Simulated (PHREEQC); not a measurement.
## Metal-bearing waste water: speciation

A solution holds 0.0035 mol/kgw FeSO4, 0.26 mol/kgw ZnCl2 and 0.00016 mol/kgw NaH2PO4, at 20 °C. Closed to the air; pH follows from the charge balance.

Computed with PHREEQC (ion-association model, wateq4f.dat).

The pH is 4.74. The ionic strength is 0.660 mol/kgw and the activity of water is 0.988.

```tsv
species	molality	activity	log γ
Cl-	0.444	0.278	-0.203
Zn+2	0.201	0.0469	-0.633
ZnCl+	0.0443	0.0280	-0.199
ZnCl2	0.00686	0.00799	0.066
ZnCl3-	0.00382	0.00242	-0.199
Fe+2	0.00303	0.000705	-0.633
ZnSO4	0.00216	0.00251	0.066
ZnCl4-2	0.00164	0.000324	-0.705
```

No solid was allowed to form. Complexes and solids missing from the database can't appear. H3PO4, which wateq4f.dat lacks, is added to it with the constant of phreeqc.dat. The database has no phosphate complexes of Zn.
